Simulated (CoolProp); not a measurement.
Vapour-liquid equilibrium of methanol (1) + dimethyl carbonate (2) at 0.0586 MPa; x and y are mole fractions of (1).

The numbers come from the multi-fluid Helmholtz-energy mixture model, de Reuck 1993 and Zhou 2011; pair parameters Bell 2016 in CoolProp.

| x | bubble temperature, mixture model (K) | bubble temperature, Raoult's law (K) | y, mixture model | y, Raoult's law |
|---|---|---|---|---|
| 0.05 | 340.2 | 345.0 | 0.243 | 0.115 |
| 0.15 | 332.6 | 341.6 | 0.477 | 0.302 |
| 0.25 | 328.7 | 338.6 | 0.586 | 0.449 |
| 0.35 | 326.4 | 336.0 | 0.648 | 0.567 |
| 0.45 | 325.1 | 333.7 | 0.689 | 0.665 |
| 0.55 | 324.3 | 331.6 | 0.721 | 0.747 |
| 0.65 | 323.7 | 329.8 | 0.752 | 0.818 |
| 0.75 | 323.4 | 328.0 | 0.789 | 0.878 |
| 0.85 | 323.3 | 326.5 | 0.842 | 0.932 |
| 0.95 | 323.7 | 325.0 | 0.930 | 0.979 |

The largest gap from Raoult's law is -9.9 K in bubble temperature, at x = 0.25. y crosses x between x = 0.75 and 0.85: the model has an azeotrope there.

The pair parameters rest on a limited set of measurements; away from them the model extrapolates.
